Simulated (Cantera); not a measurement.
What does this Cantera script print?

```python
import numpy as np
import cantera as ct

gas = ct.Solution("gri30.yaml")
gas.TPX = 950, 23000, {'CO': 0.001, 'O2': 0.0058, 'H2O': 0.099, 'N2': 1}
reactor = ct.IdealGasConstPressureReactor(gas, energy="off", clone=False)
net = ct.ReactorNet([reactor])
net.rtol, net.atol = 1e-08, 1e-18
show = ['CO', 'O2', 'H2O', 'H2', 'NO', 'H']
times = np.geomspace(8e-05, 8, 10)

steps = ct.SolutionArray(gas, extra=["t"])
rows = []
print(f"{'t/s':>10s}{'T/K':>9s}{'P/Pa':>11s}" + "".join(f"{s:>11s}" for s in show))
for t in times:
    while net.time < t:
        t_next = net.step()
        steps.append(gas.state, t=t_next)
    rows.append([np.interp(t, steps.t, y) for y in (steps.T, steps.P, *steps(*show).X.T)])
    print(f"{t:10.3e}{rows[-1][0]:9.1f}{rows[-1][1]:11.4g}" + "".join(f"{x:11.3e}" for x in rows[-1][2:]))
rate = np.gradient(steps.T, steps.t)
print("integrator steps:", len(steps.t))
if steps.T.max() > steps.T[0] + 200:
    print(f"time of steepest temperature rise: {steps.t[rate.argmax()]:.4e} s")
gas.TPX = 950, 23000, {'CO': 0.001, 'O2': 0.0058, 'H2O': 0.099, 'N2': 1}
gas.equilibrate("TP")
print(f"equilibrium (TP): T = {gas.T:.1f} K  " + "  ".join(f"{s} {gas[s].X[0]:.3e}" for s in show))
```

It prints:

```
       t/s      T/K       P/Pa         CO         O2        H2O         H2         NO          H
 8.000e-05    950.0    2.3e+04  9.043e-04  5.245e-03  8.953e-02  6.422e-19  1.466e-27  5.191e-17
 2.875e-04    950.0    2.3e+04  9.043e-04  5.245e-03  8.953e-02  3.685e-17  2.123e-26  9.993e-16
 1.033e-03    950.0    2.3e+04  9.043e-04  5.245e-03  8.953e-02  2.864e-15  3.117e-25  2.199e-14
 3.713e-03    950.0    2.3e+04  9.043e-04  5.245e-03  8.953e-02  1.675e-13  3.536e-24  3.122e-13
 1.334e-02    950.0    2.3e+04  9.043e-04  5.245e-03  8.953e-02  5.813e-12  4.235e-23  2.852e-12
 4.796e-02    950.0    2.3e+04  9.043e-04  5.245e-03  8.953e-02  4.904e-10  4.379e-21  1.184e-10
 1.724e-01    950.0    2.3e+04  8.388e-04  5.219e-03  8.951e-02  1.801e-05  1.665e-12  2.061e-06
 6.194e-01    950.0    2.3e+04  1.517e-04  4.880e-03  8.954e-02  2.179e-05  5.560e-11  5.042e-07
 2.226e+00    950.0    2.3e+04  2.191e-05  4.807e-03  8.956e-02  3.040e-06  5.378e-11  2.133e-08
 8.000e+00    950.0    2.3e+04  2.158e-06  4.796e-03  8.957e-02  2.965e-07  5.208e-11  8.034e-10
integrator steps: 859
equilibrium (TP): T = 950.0 K  CO 2.789e-13  O2 4.794e-03  H2O 8.957e-02  H2 4.947e-11  NO 2.856e-06  H 8.213e-15
```

Cantera simulation using GRI-Mech 3.0 (53 species, 325 reactions); the numbers are that mechanism's predictions, not measurements.
